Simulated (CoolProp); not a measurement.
Model: reference Helmholtz-energy equation of state, Thol 2016, in CoolProp.

### Question
For hexamethyldisiloxane (MM), give the phase and the speed of sound (m/s) at 591 K and 1.29 bar.

### Answer
- 591 K and 1.29 bar: gas; speed of sound 174
